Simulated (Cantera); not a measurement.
Input: 1 mol Fe₂O₃, 3.2 mol CO, 2.6 mol H₂, at 1648.15 K and 0.0110 bar.

Method: chemical equilibrium by Gibbs-energy minimisation in Cantera with the NASA 1993 tables (ideal gas, pure condensed phases). Candidate condensed phases: C, C₆H₆, C₇H₈, C₈H₁₈, Fe, Fe(CO)₅, FeO, Fe(OH)₂, Fe(OH)₃, Fe₂O₃, Fe₃O₄, H₂O; 114 gas species. Mutual solubility and eutectic melting of coexisting phases are not modelled. The tables' stoichiometric FeO is somewhat more stable than real wüstite, so its field is too wide. FeO: taken at fixed stoichiometry. The numbers say what is thermodynamically allowed, not how fast it happens.

Base state: CO 0.480, H₂ 0.304, H₂O 0.144, CO₂ 0.0712, H 0.000468, Fe 0.000238, OH 1.00e-5 (mole fractions); condensed: Fe(γ) + FeO(s).

Question: What changes in the equilibrium state with this change: temperature from 1648.15 K to 1923 K?

Answer: 
```
species        before     after
-----------  --------  --------
CO              0.480     0.490
H₂              0.304     0.300
H₂O             0.144     0.139
CO₂            0.0712    0.0529
Fe           0.000238    0.0135
FeO           8.05e-7  0.000103
OH            1.00e-5  0.000196
H            0.000468   0.00492
Fe(OH)₂       8.12e-6   3.83e-5
Fe(γ), mol      0.249         0
FeO(s), mol      1.75         0
Fe(l), mol          0    0.0530
FeO(l), mol         0      1.87
```
Each liquid is taken as pure.
